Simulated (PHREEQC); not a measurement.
0.052 g of hydrous ferric oxide (600 m²/g; 0.2 weak and 0.005 strong sites per Fe, Dzombak-Morel constants, diffuse double layer) in 1 kg of water with 0.3 mol/kgw of an inert sodium salt and 3.7e-05 mol/kgw ZnCl2 and 1.7e-07 mol/kgw Ag2SO4, at 25 °C; the pH is set by adding NaOH or the inert anion's acid. Oxygen is held at 0.21 atm. No CO2 enters from the air. Precipitation was switched off in this run.

Model: ion-association model, wateq4f.dat, run in PHREEQC.

Problem. Predict Zn sorbed (%) at pH = 5.5, 7.5, 9, 10.

Solution. 
```
pH   Zn sorbed (%)
---  -------------
5.5            1.9
7.5           61.4
9             97.4
10            93.9
```

Complexes and solids missing from the database can't appear.
